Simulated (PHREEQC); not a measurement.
Model water analysis in mmol/kgw, 33 °C, pH 7.32, pe 9.9: Na 285; K 0.15; Ca 14.6; Mg 25.9; Cl 323; S(6) 27.6; Alkalinity (meq/kgw) 0.185; Cd 0.255.

Valence states are taken as typed.

Model: ion-association model, wateq4f.dat, run in PHREEQC.

Each row changes one thing in this solution. This is a speciation only: nothing precipitates in the calculation.

```
case                                         ionic strength (mol/kgw)  CaSO4 (mol/kgw)  HCO3- (mol/kgw)  CdCl3- (mol/kgw)  Cd+2 (mol/kgw)  MgHCO3+ (mol/kgw)  SI of Otavite (CdCO3)  SI of Gypsum (CaSO4:2H2O)
-------------------------------------------  ------------------------  ---------------  ---------------  ----------------  --------------  -----------------  ---------------------  -------------------------
as made                                                         0.400          0.00216         0.000148           1.82e-5         1.68e-5            1.16e-5                  -0.16                      -0.38
pH from 7.32 to 7.82 at the same alkalinity                     0.400          0.00216         0.000134           1.81e-5         1.66e-5            1.05e-5                  +0.29                      -0.38
pH from 7.32 to 8.32 at the same alkalinity                     0.400          0.00216          9.99e-5           1.77e-5         1.62e-5            7.84e-6                  +0.66                      -0.38
K from 0.15 to 0.3 mmol/kgw                                     0.401          0.00216         0.000148           1.82e-5         1.68e-5            1.16e-5                  -0.16                      -0.38
```

Some of these states are supersaturated (in Otavite, for instance).
